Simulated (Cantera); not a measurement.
A closed system holds: 1 mol Ti(OiPr)4, 14 mol H2, at 1652 °C and 0.0370 bar.

Cantera equilibrium calculation (NASA polynomials, part measured and part estimated; ideal gas, pure solids and liquids). Candidate condensed phases: C, C6H6, C7H8, C8H18, H2O, Ti, TiC, TiO, TiO2, Ti2O3, Ti3O5, Ti4O7; 113 gas species. The feed counts by its element totals alone. TiC: taken at fixed stoichiometry. Rates play no part.

Base state: H2 0.870, CO 0.125, H 0.00464, C2H2 (acetylene) 0.000398, CH4 1.46e-5 (mole fractions); condensed: C(graphite) + TiC(s).

What changes in the equilibrium state with this change: pressure from 0.0370 bar to 0.0133 bar?


```tsv
species	before	after
H2	0.870	0.867
CO	0.125	0.125
H	0.00464	0.00771
CH4	1.46e-5	5.24e-6
C2H2 (acetylene)	0.000398	0.000397
C(graphite), mol	6.97	6.97
TiC(s), mol	1.00	1.00
```
